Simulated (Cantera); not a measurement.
**Premixed flame**

A freely propagating, adiabatic, planar premixed flame of CH₄ : C₂H₆ : C₃H₈ : O₂ : N₂ : CO₂ = 1 : 0.059 : 0.088 : 3.84 : 14.4 : 0.95 (molar parts), equivalence ratio 0.69, unburnt at 623 K and 1.00 atm; mixture-averaged transport, grid criteria slope 0.08 and curve 0.16, no radiation.

Model: GRI-Mech 3.0 (53 species, 325 reactions), integrated in Cantera. Burning velocities carry a grid error of a few per cent, more on coarse grids.

```
z (mm)  T (K)  u (m/s)     x CH₄    x C₂H₆   x C₃H₈       x H    x N₂O     x HO₂
------  -----  -------  --------  --------  -------  --------  -------  --------
-1.36     623    0.759    0.0491   0.00290  0.00432     <1e-8    <1e-8   2.09e-7
-0.908    626    0.764    0.0489   0.00290  0.00432     <1e-8    <1e-8   1.90e-6
-0.681    635    0.775    0.0483   0.00289  0.00431     <1e-8    <1e-8   7.47e-6
-0.454    683    0.836    0.0458   0.00282  0.00423   9.89e-8    <1e-8   3.87e-5
-0.227    944     1.17    0.0336   0.00225  0.00302   2.42e-5  1.79e-8  0.000137
-0.114   1242     1.55    0.0197   0.00121  0.00107  0.000235  4.77e-8  0.000199
0        1549     1.94   0.00523  0.000100  3.48e-5   0.00123  1.08e-7  0.000154
0.114    1686     2.11  0.000418   3.60e-7  2.80e-8   0.00226  1.94e-7   3.28e-5
0.227    1737     2.17   1.91e-5     <1e-8    <1e-8   0.00250  2.60e-7   1.59e-5
0.454    1801     2.24   6.53e-8     <1e-8    <1e-8   0.00204  3.19e-7   1.14e-5
0.908    1872     2.31     <1e-8     <1e-8    <1e-8   0.00111  3.74e-7   7.14e-6
1.82     1929     2.37     <1e-8     <1e-8    <1e-8  0.000420  4.34e-7   3.82e-6
3.63     1964     2.41     <1e-8     <1e-8    <1e-8  0.000125  4.18e-7   2.00e-6
```
x: mole fraction of selected species; z is measured from the peak of heat release.

The laminar burning velocity comes out as 75.8 cm/s and the thermal thickness comes out as 0.454 mm. The peak x(H) comes out as 0.00250 and the peak x(HO₂) comes out as 0.000213. The grid points is 127.
